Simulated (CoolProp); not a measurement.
Vapour-liquid equilibrium of benzene (1) + octamethylcyclotetrasiloxane (D4) (2) at 396.5 K; x and y are mole fractions of (1).

Values from CoolProp's multi-fluid Helmholtz-energy mixture model, Thol 2012 and Thol 2015; pair parameters Bell 2016.

**Question.** Give the bubble pressure and the first vapour's composition at x = 0.05, 0.575, 0.875. Is there an azeotrope?

**Answer.** x = 0.05: 0.03264 MPa, y = 0.375; x = 0.575: 0.1846 MPa, y = 0.946; x = 0.875: 0.2814 MPa, y = 0.990. No azeotrope shows between x = 0.05 and 0.95.

Pair parameters are fitted to limited data, so mixtures are less certain than the pure fluids.
